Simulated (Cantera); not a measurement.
Input: 1 mol Al, 3.4 mol N₂O, 160 mol N₂, equilibrated at 19.0 Pa.

Equilibrium computed with Cantera from the NASA thermochemical tables; the gas is ideal and each condensed phase is pure. Candidate condensed phases: Al, AlN, Al₂O₃; 16 gas species. Kinetics and transport are ignored. All values below are at 1073 K.

Base state: N₂ 0.994, O₂ 0.00577, NO 1.23e-5 (mole fractions); condensed: Al₂O₃(s).

**Question.** What changes in the equilibrium state with this change: N₂O from 3.4 to 1.2 mol?

**Answer.** 
```json
[
 {"species": "N₂", "before": "0.994", "after": "1.00"},
 {"species": "NO", "before": "1.23e-5", "after": "<1e-9"},
 {"species": "O₂", "before": "0.00577", "after": "<1e-9"},
 {"species": "Al₂O₃(s), mol", "before": "0.500", "after": "0.400"},
 {"species": "AlN(s), mol", "before": "0", "after": "0.200"}
]
```
Mutual solubility and eutectic melting of coexisting phases are not modelled.

**Question.** What changes in the equilibrium state with this change: N₂O from 3.4 to 2.9 mol?

**Answer.** 
```tsv
species	before	after
N₂	0.994	0.996
O₂	0.00577	0.00427
NO	1.23e-5	1.06e-5
Al₂O₃(s), mol	0.500	0.500
```
